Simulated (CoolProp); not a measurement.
Model: reference Helmholtz-energy equation of state, Lemmon 2005, in CoolProp. It is a short technical equation, of lower accuracy than the large ones.

Give the vapour pressure (MPa), liquid density (kg/m³), enthalpy of vaporisation (kJ/kg), liquid cp (kJ/(kg K)) of saturated cis-2-butene at 297.1 K.


| T (K) | p (MPa) | liquid density (kg/m³) | enthalpy of vaporisation (kJ/kg) | liquid cp (kJ/(kg K)) |
|---|---|---|---|---|
| 297.1 | 0.207 | 617 | 394 | 2.24 |
